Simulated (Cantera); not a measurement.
Feed: 1 mol C2H4, 39 mol H2, equilibrated at 1048 K and 6.40 bar.

Equilibrium computed with Cantera from the NASA thermochemical tables; the gas is ideal and each condensed phase is pure. Candidate condensed phases: C, C6H6, C7H8, C8H18; 76 gas species. Equilibrium is a limit: real reactors are often held back by kinetics, nucleation or transport.

Question: What is the equilibrium state?

Answer: 
```json
{
  "x(H2)": "0.949",
  "x(CH4)": "0.0513",
  "gas_amount": "39.00 mol",
  "log10 activity of C(graphite) (absent)": "-0.82"
}
```
